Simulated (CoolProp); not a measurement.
The fluid at 293.15 K and 1.08 MPa (gas) is heated at constant pressure to 435 K. The same conditions are run with several fluids, on thermodynamics alone (safety and materials aside).

Model: reference Helmholtz-energy equation of state of each fluid (CF4 (R14): Platzer 1990; ethane: Bücker 2006; oxygen: Schmidt 1985; dry air: Lemmon 2000), in CoolProp. The equations of Platzer and Polt are older, rougher fits. Blends and air are pseudo-pure fits.

| fluid | heat (kJ/kg) | final density (kg/m³) |
|---|---|---|
| CF4 (R14) | 113 | 26.4 |
| ethane | 300 | 9.19 |
| oxygen | 134 | 9.55 |
| dry air | 145 | 8.62 |

Above 300 K oxygen's equation is extrapolated.
